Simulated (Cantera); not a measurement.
Mixture: CO : H2 : O2 : N2 : H2O = 1 : 0.37 : 0.527 : 1.98 : 0.72 (molar parts), at 1000000 Pa, adiabatic and at constant pressure. Ignition delay is the time to a rise of 400 K.

Detailed kinetics in Cantera: GRI-Mech 3.0 (53 species, 325 reactions). The hydrogen kinetics of GRI-Mech 3.0 are dated; newer H2 mechanisms differ, most at raised pressure.

Q: At T0 = 1425 K, what is the delay, and which 7 reactions control it most (d ln τ / d ln k, from doubling and halving each rate constant)?

A: The delay is 6.45 µs.
```csv
reaction,d ln τ / d ln k,faster rate
H + O2 <=> O + OH,-1.12,shortens it
H + O2 + H2O <=> HO2 + H2O,0.60,lengthens it
H2 + O <=> H + OH,-0.21,shortens it
CO + HO2 <=> CO2 + OH,-0.18,shortens it
H + HO2 <=> 2 OH,-0.13,shortens it
H2 + OH <=> H + H2O,-0.13,shortens it
H + O2 + N2 <=> HO2 + N2,0.12,lengthens it
```
